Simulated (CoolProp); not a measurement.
Dry air along the isotherm 143.5 K: density (kg/m³) from the reference equation and from simpler models built on Tc = 132.5 K, pc = 3.786 MPa, ω = 0.034; each cubic takes its own stable root.

Values from CoolProp's reference Helmholtz-energy equation of state, Lemmon 2000. It is a pseudo-pure fit of the blend.

| p (MPa) | phase | reference |
|---|---|---|
| 0.86 | gas | 22.27 |
| 1.72 | gas | 48.02 |
| 2.58 | gas | 78.96 |
| 3.44 | gas | 118.4 |
| 4.3 | supercritical | 173.9 |
| 5.16 | supercritical | 263.8 |
| 6.02 | supercritical | 376.4 |
| 6.88 | supercritical | 445.0 |
| 7.74 | supercritical | 485.3 |
| 8.6 | supercritical | 513.1 |
| 9.46 | supercritical | 534.2 |

Question: How far does each simpler model (Redlich-Kwong, Soave-Redlich-Kwong, Peng-Robinson) lie from the reference over these 11 states: mean and median of the absolute difference, and the worst?

Answer: 
- Redlich-Kwong: mean 3.1 %, median 2.7 %, worst -6.9 % at 143.5 K and 6.88 MPa
- Soave-Redlich-Kwong: mean 3.7 %, median 4.1 %, worst -7.9 % at 143.5 K and 6.88 MPa
- Peng-Robinson: mean 2.2 %, median 2.1 %, worst +4.1 % at 143.5 K and 9.46 MPa
